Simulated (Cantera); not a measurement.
**Thermodynamics of silicon oxide and oxynitride deposition, feed HMDSO + H2O**

Input: 1 mol HMDSO, 0.25 mol H2O, at 0.000600 bar.

Cantera equilibrium calculation (NASA polynomials, part measured and part estimated; ideal gas, pure solids and liquids). Candidate condensed phases: C, C6H6, C7H8, C8H18, H2O, Si, SiC, SiO2; 123 gas species. The feed counts by its element totals alone. The numbers say what is thermodynamically allowed, not how fast it happens.

From 1673 K to 1973 K the condensed part is C(graphite) + SiC(s). The main Si-bearing gas is SiO at 1673 K and Si at 1973 K. The share of Si in condensed phases is highest at 1673 K (99.8 %) and lowest at 1973 K (97.9 %).

| T (K) | log p H2 | log p CO | log p H | log p Si | n C(graphite) | n SiC(s) |
|---|---|---|---|---|---|---|
| 1673 | -3.28 | -4.15 | -5.58 | -8.25 | 2.76 | 2.00 |
| 1698 | -3.28 | -4.15 | -5.48 | -8.02 | 2.76 | 1.99 |
| 1723 | -3.28 | -4.15 | -5.38 | -7.79 | 2.76 | 1.99 |
| 1748 | -3.28 | -4.15 | -5.28 | -7.56 | 2.76 | 1.99 |
| 1773 | -3.28 | -4.15 | -5.19 | -7.34 | 2.76 | 1.99 |
| 1798 | -3.28 | -4.15 | -5.09 | -7.13 | 2.76 | 1.99 |
| 1823 | -3.28 | -4.15 | -5.01 | -6.93 | 2.76 | 1.99 |
| 1848 | -3.29 | -4.15 | -4.92 | -6.73 | 2.76 | 1.99 |
| 1873 | -3.29 | -4.15 | -4.83 | -6.53 | 2.77 | 1.99 |
| 1898 | -3.29 | -4.16 | -4.75 | -6.34 | 2.77 | 1.98 |
| 1923 | -3.29 | -4.16 | -4.67 | -6.16 | 2.77 | 1.98 |
| 1948 | -3.30 | -4.16 | -4.60 | -5.98 | 2.78 | 1.97 |
| 1973 | -3.30 | -4.16 | -4.52 | -5.81 | 2.79 | 1.96 |
log p: log10 of the partial pressure in bar; n: condensed amount in mol.
